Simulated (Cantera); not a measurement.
An isothermal, constant-pressure homogeneous reactor starts with 1.57 % H2, 37.4 % O2, 59.8 % N2, 1.27 % H2O, at 1450 K and 2.25 Torr.

Cantera simulation using the H2/O2 subset of GRI-Mech 3.0, which has no nitrogen chemistry; the numbers are that mechanism's predictions, not measurements. Radical loss at walls, strong at low pressure, is not modelled.

x: mole fraction; the columns are a selection and need not sum to one.

```json
[
 {"t (s)": "0.000300", "x H2": "0.0157", "x O2": "0.374", "x H": "1.07e-8", "x OH": "8.87e-9", "x O": "8.78e-9", "x H2O2": "6.19e-12", "x H2O": "0.0127"},
 {"t (s)": "0.000675", "x H2": "0.0157", "x O2": "0.374", "x H": "2.00e-8", "x OH": "3.19e-8", "x O": "3.30e-8", "x H2O2": "2.99e-11", "x H2O": "0.0127"},
 {"t (s)": "0.00152", "x H2": "0.0157", "x O2": "0.374", "x H": "?", "x OH": "?", "x O": "?", "x H2O2": "1.36e-10", "x H2O": "0.0127"},
 {"t (s)": "0.00342", "x H2": "0.0157", "x O2": "0.374", "x H": "4.15e-7", "x OH": "1.13e-6", "x O": "1.26e-6", "x H2O2": "5.58e-10", "x H2O": "0.0127"},
 {"t (s)": "0.00770", "x H2": "0.0155", "x O2": "0.374", "x H": "3.10e-5", "x OH": "8.62e-5", "x O": "9.65e-5", "x H2O2": "1.68e-9", "x H2O": "0.0128"},
 {"t (s)": "0.0173", "x H2": "?", "x O2": "0.361", "x H": "?", "x OH": "?", "x O": "0.0106", "x H2O2": "?", "x H2O": "0.0252"},
 {"t (s)": "0.0390", "x H2": "0.000380", "x O2": "0.360", "x H": "0.00172", "x OH": "0.00280", "x O": "0.0112", "x H2O2": "4.18e-9", "x H2O": "0.0258"},
 {"t (s)": "0.0877", "x H2": "0.000377", "x O2": "0.360", "x H": "0.00170", "x OH": "0.00279", "x O": "0.0111", "x H2O2": "4.17e-9", "x H2O": "0.0258"},
 {"t (s)": "0.197", "x H2": "0.000369", "x O2": "0.360", "x H": "0.00164", "x OH": "0.00276", "x O": "0.0109", "x H2O2": "4.14e-9", "x H2O": "0.0258"},
 {"t (s)": "0.444", "x H2": "0.000353", "x O2": "0.361", "x H": "0.00153", "x OH": "0.00270", "x O": "0.0104", "x H2O2": "4.08e-9", "x H2O": "0.0260"},
 {"t (s)": "1.00", "x H2": "0.000320", "x O2": "0.362", "x H": "0.00131", "x OH": "0.00257", "x O": "0.00935", "x H2O2": "3.94e-9", "x H2O": "0.0262"}
]
```

Problem. What belongs in the gaps?

Solution. 
- 0.00152, x H: 5.56e-8
- 0.00152, x OH: 1.31e-7
- 0.00152, x O: 1.42e-7
- 0.0173, x H2: 0.000741
- 0.0173, x H: 0.00187
- 0.0173, x OH: 0.00315
- 0.0173, x H2O2: 4.95e-9
